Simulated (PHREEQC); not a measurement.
A solution holds 16 mmol/kgw K2HPO4, at 25 °C. Closed to the air; pH follows from the charge balance.

Computed with PHREEQC (ion-association model, phreeqc.dat).

Each row changes one thing in this solution. This is a speciation only: nothing precipitates in the calculation.

| case | pH | ionic strength (mol/kgw) | HPO4-2 (mol/kgw) | KHPO4- (mol/kgw) | H2PO4- (mol/kgw) | PO4-3 (mol/kgw) |
|---|---|---|---|---|---|---|
| as made | 9.32 | 0.0471 | 0.0155 | 0.000440 | 6.72e-5 | 4.11e-5 |
| K2HPO4 from 0.016 to 0.0016 mol/kgw | 9.12 | 0.00477 | 0.00158 | 7.31e-6 | 1.56e-5 | 1.35e-6 |
| K2HPO4 from 0.016 to 0.024 mol/kgw | ? | 0.0703 | 0.0230 | 0.000865 | 9.56e-5 | 6.98e-5 |
| diluted 10-fold with water | 9.12 | 0.00477 | 0.00158 | 7.31e-6 | 1.56e-5 | 1.35e-6 |
| temperature from 25 to 80 °C | ? | 0.0471 | 0.0154 | 0.000402 | 0.000196 | 2.87e-5 |

Task: Complete the blanks.

Result: 
- K2HPO4 from 0.016 to 0.024 mol/kgw, pH: 9.30
- temperature from 25 to 80 °C, pH: 8.71

Away from 25 °C the constants follow the database's enthalpies or fits; those with neither stay at their 25 °C values.
